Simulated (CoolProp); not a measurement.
1,2-dichloroethane along the isotherm 500 K: Z from the reference equation and from simpler models built on Tc = 561.6 K, pc = 5.226 MPa, ω = 0.269; each cubic takes its own stable root.

Values from CoolProp's reference Helmholtz-energy equation of state, Thol 2015.

```csv
p (MPa),phase,reference
0.0826,gas,0.9919
0.188,gas,0.9815
0.428,gas,0.9570
0.974,gas,0.8971
5.05,liquid,0.1351
11.5,liquid,0.2952
26.1,liquid,0.6331
```

Q: How far does each simpler model (Soave-Redlich-Kwong, Peng-Robinson) lie from the reference over these 7 states: mean and median of the absolute difference, and the worst?

A: 
- Soave-Redlich-Kwong: mean 6.6 %, median 0.3 %, worst +18.6 % at 500 K and 5.05 MPa
- Peng-Robinson: mean 1.2 %, median 0.3 %, worst +5.0 % at 500 K and 5.05 MPa
